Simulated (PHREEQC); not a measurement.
Dissolve 0.006 mol Al2(SO4)3, 8.4e-05 mol ZnCl2 and 0.049 mol HCl per kg of water at 40 °C. Closed to the air; pH follows from the charge balance.

Computed with PHREEQC (ion-association model, wateq4f.dat).

| quantity | before | after |
|---|---|---|
| pH | 1.47 | 1.47 |
| ionic strength (mol/kgw) | 0.0836 | 0.126 |
| HSO4- (mol/kgw) | 0.00776 | 0.00699 |
| AlSO4+ (mol/kgw) | 0.00628 | 0.00547 |
| Al+3 (mol/kgw) | 0.00540 | 0.00627 |
| SO4-2 (mol/kgw) | 0.00335 | 0.00336 |
| SI of Goslarite (ZnSO4:7H2O) | -5.61 | -5.72 |
| SI of Gibbsite (Al(OH)3) | -5.91 | -5.93 |

Q: Name the change that produced these shifts.
A. ZnCl2 replaced by ZnSO4 at the same molality
B. 0.014 mol/kgw HF added
C. 0.014 mol/kgw MgCl2 added
D. HCl from 0.049 to 0.245 mol/kgw
E. temperature from 40 to 80 °C

A: C, 0.014 mol/kgw MgCl2 added

This is a speciation only: nothing precipitates in the calculation. Constants without temperature data keep their 25 °C values here.
